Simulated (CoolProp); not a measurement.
Saturation properties of R1224YDZ.

Values from CoolProp's reference Helmholtz-energy equation of state, Akasaka 2023.

```tsv
T (K)	p (MPa)	liquid density (kg/m³)	vapour density (kg/m³)	enthalpy of vaporisation (kJ/kg)	liquid cp (kJ/(kg K))
206.8	0.0009154	1589	[?]	206.4	1.021
225.7	0.003976	1544	0.3168	197.8	1.037
244.6	0.01315	1498	0.9738	189.3	1.059
263.5	0.03539	1451	2.461	180.8	1.087
282.5	0.08155	1402	5.386	172.1	1.119
301.4	0.1653	1351	[?]	162.9	1.156
320.3	0.3038	1296	[?]	152.9	1.199
339.2	0.5168	1237	31.72	141.9	[?]
358.1	0.8264	1171	51.25	129.3	1.316
377.1	1.260	1094	81.15	114.2	1.407
396	1.842	[?]	128.6	95.10	1.558
```

**Question.** What belongs in the gaps?

**Answer.** 
- 206.8, vapour density (kg/m³): 0.07927
- 301.4, vapour density (kg/m³): 10.50
- 320.3, vapour density (kg/m³): 18.82
- 339.2, liquid cp (kJ/(kg K)): 1.251
- 396, liquid density (kg/m³): 1002

It boils at 288.0 K under 1 atm.
